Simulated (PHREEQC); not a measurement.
Make-up at 25 °C: 48 mmol/kgw Cu(NO3)2, 1.1 mmol/kgw HNO3 and 0.099 mmol/kgw FeCl3. Closed to the air; pH follows from the charge balance.

Model: ion-association model, phreeqc.dat, run in PHREEQC.

This is a speciation only: nothing precipitates in the calculation.

Order these Fe species by the share of Fe that they hold, largest first: Fe+3, Fe2(OH)2+4, FeOH+2, Fe(OH)2+.

FeOH+2 (66 %), Fe+3 (22 %), Fe(OH)2+ (9.9 %), Fe2(OH)2+4 (2.0 %)

The pH is 3.02 and the ionic strength 0.145 mol/kgw. Saturation is exceeded, for instance for Hematite (slow to form), Goethite (slow to form); the values hold only as long as no solid forms.
